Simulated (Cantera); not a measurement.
Cantera run:

```python
import numpy as np
import cantera as ct

gas_names = """
    B BH BH2 BH3 BN B2 H H2 N NH NH2 NH3 N2 N2H2 N2H4
""".split()
cond_names = """
    B(b) B(L) BN(s)
""".split()


def load(file, names, dense=False):
    # The tables refer to 1 bar. Condensed volumes are neglected.
    table = {s.name: s for s in ct.Species.list_from_file(file)}
    out = []
    for n in names:
        d = dict(table[n].input_data)
        d["thermo"] = dict(d["thermo"], **{"reference-pressure": 1e5})
        if dense:
            d["equation-of-state"] = {"model": "constant-volume", "density": "1e6 g/cm^3"}
        out.append(ct.Species.from_dict(d))
    return out


gas = ct.Solution(thermo="ideal-gas", species=load("nasa_gas.yaml", gas_names))
cond = {s.name: ct.Solution(thermo="fixed-stoichiometry", species=[s], name=s.name)
        for s in load("nasa_condensed.yaml", cond_names, dense=True)}
atoms = {
    'B': {'B': 1},
    'NH3': {'N': 1, 'H': 3},
    'H2': {'H': 2},
}
top_T = {'BN(s)': 3200}  # K; cautious upper limits of use, not melting points


def equilibrate(T, P, feed):
    n = {}
    for name, mol in feed.items():
        for a, k in atoms[name].items():
            n[a] = n.get(a, 0.0) + k * mol
    gas.TPX = T, P, n
    mass = sum(n.values()) * gas.mean_molecular_weight
    gas.equilibrate("TP")
    valid = [c for c in cond.values() if c.min_temp <= T <= top_T.get(c.name, c.max_temp)]
    mix = ct.Mixture([(gas, mass / gas.mean_molecular_weight)] + [(c, 0.0) for c in valid])
    mix.T, mix.P = T, P
    mix.equilibrate("TP", solver="vcs", rtol=1e-11, max_steps=5000)
    return mix


results = []
feed = {'B': 1, 'NH3': 1.5, 'H2': 87}  # mol
T = 1123  # K
P = 680  # Pa
mix = equilibrate(T, P, feed)
results.append((T, P, feed, dict(zip(mix.species_names, mix.species_moles))))
x = sorted(zip(gas.X, gas.species_names), reverse=True)
print(f"T = {T:g} K  P = {P:g} Pa  gas = {mix.phase_moles(0):.4g} mol")
print("   x: " + "  ".join(f"{s} {v:.3e}" for v, s in x if v > 0.0001))
print("   condensed (mol): " + ("  ".join(f"{mix.phase(i).name} {mix.phase_moles(i):.4g}"
      for i in range(1, mix.n_phases) if mix.phase_moles(i) > 1e-12) or "none"))
```

It prints:

```
T = 1123 K  P = 680 Pa  gas = 89.5 mol
   x: H2 9.972e-01  N2 2.793e-03
   condensed (mol): BN(s) 1
```

Method: chemical equilibrium by Gibbs-energy minimisation in Cantera with the NASA 1993 tables (ideal gas, pure condensed phases).
